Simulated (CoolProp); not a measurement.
A simple Rankine cycle with R245ca: condensing at 325.15 K, boiler at 2.99 MPa, turbine inlet 449 K, turbine efficiency 0.6, pump efficiency 0.8, no recuperator. Each further row changes one setting.

Model: reference Helmholtz-energy equation of state, Zhou 2016, in CoolProp.

```csv
case,thermal efficiency (%),net work (kJ/kg),heat in (kJ/kg),turbine exit temperature (K),volume ratio over the turbine
as stated,10.1,28.9,286,390.8,14.7
condensing temperature 317.15 K,10.9,32.3,297,386.9,19.1
boiler pressure 2.09 MPa,9.1,27.4,301,406.3,9.03
turbine efficiency 0.5,8.3,23.6,286,395.5,15.0
```
